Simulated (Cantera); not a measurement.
Input: 1 mol HBr, 3.3 mol O2, 3 mol H2, held at 210 Torr.

Cantera equilibrium calculation (NASA polynomials, part measured and part estimated; ideal gas, pure solids and liquids). Candidate condensed phases: Br2, H2O; 12 gas species. Rates play no part. All values below are at 1198 K.

Base state: H2O 0.610, O2 0.280, Br2 0.0680, HBr 0.0216, Br 0.0199, OH 1.06e-5 (mole fractions); condensed: gas only.

Question: What changes in the equilibrium state with this change: H2 from 3 to 12 mol?

Answer: 
```csv
species,before,after
H2O,0.610,0.508
H2,2.65e-8,0.415
HBr,0.0216,0.0769
O2,0.280,<1e-9
Br2,0.0680,5.52e-8
Br,0.0199,1.80e-5
OH,1.06e-5,2.24e-9
```
